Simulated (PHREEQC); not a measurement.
1 kg of water holding 0.046 mol/kgw K2CO3, 0.0046 mol/kgw KHCO3 and 0.0059 mol/kgw K2SO4 is evaporated at 25 °C; the solids stay in contact with the brine. The system is closed to CO2. Solids allowed: Arcanite, Kalicinite, Misenite. Others were left out.

The series has 25 steps of water left (kg), from 1 to 0.009048.

Computed with PHREEQC (Pitzer model, pitzer.dat).

**Question.** Which solids form, in which order, and at which step of the series does each first stand?

**Answer.** Arcanite from water left = 0.03566 kg (pH 10.76).
